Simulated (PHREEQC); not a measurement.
TMAH is added in steps, without added water, to 1 kg of water holding 0.018 mol NaOH and 0.017 mol CO2, at 20 °C. Oxygen alone is held at its pressure in air (log pO2 = -0.68). The system is closed to CO2. No solid was allowed to form.

Base run: PHREEQC, ion-association model, phreeqc.dat. Each further column changes one thing. The table gives NaCO3- (mol/kgw).

```json
[
 {"TMAH added (mol)": "0", "base": "0.000137", "Davies equation for every ion": "0.000134", "all activity coefficients set to 1": "[?]", "database wateq4f.dat": "0.000136"},
 {"TMAH added (mol)": "0.001625", "base": "0.000336", "Davies equation for every ion": "0.000329", "all activity coefficients set to 1": "0.000522", "database wateq4f.dat": "0.000334"},
 {"TMAH added (mol)": "0.00325", "base": "0.000525", "Davies equation for every ion": "0.000513", "all activity coefficients set to 1": "[?]", "database wateq4f.dat": "0.000522"},
 {"TMAH added (mol)": "0.004875", "base": "0.000703", "Davies equation for every ion": "0.000685", "all activity coefficients set to 1": "[?]", "database wateq4f.dat": "0.000698"},
 {"TMAH added (mol)": "0.0065", "base": "0.000870", "Davies equation for every ion": "0.000847", "all activity coefficients set to 1": "0.00142", "database wateq4f.dat": "0.000864"},
 {"TMAH added (mol)": "0.008125", "base": "0.00103", "Davies equation for every ion": "0.001000", "all activity coefficients set to 1": "[?]", "database wateq4f.dat": "0.00102"},
 {"TMAH added (mol)": "0.00975", "base": "0.00118", "Davies equation for every ion": "0.00114", "all activity coefficients set to 1": "[?]", "database wateq4f.dat": "0.00117"},
 {"TMAH added (mol)": "0.01137", "base": "0.00132", "Davies equation for every ion": "0.00128", "all activity coefficients set to 1": "[?]", "database wateq4f.dat": "0.00131"},
 {"TMAH added (mol)": "0.013", "base": "0.00144", "Davies equation for every ion": "0.00140", "all activity coefficients set to 1": "[?]", "database wateq4f.dat": "0.00143"}
]
```

Task: Some entries are withheld; supply them.

Result: 
- 0, all activity coefficients set to 1: 0.000207
- 0.00325, all activity coefficients set to 1: 0.000830
- 0.004875, all activity coefficients set to 1: 0.00113
- 0.008125, all activity coefficients set to 1: 0.00170
- 0.00975, all activity coefficients set to 1: 0.00197
- 0.01137, all activity coefficients set to 1: 0.00223
- 0.013, all activity coefficients set to 1: 0.00246

(CH3)4N+ isn't in the database: it is added as a free cation with an ion size of 4 Å. phreeqc.dat and wateq4f.dat share most of their constants, so their agreement is no independent check. Solids allowed in the column 'database wateq4f.dat': Nahcolite, Natron.
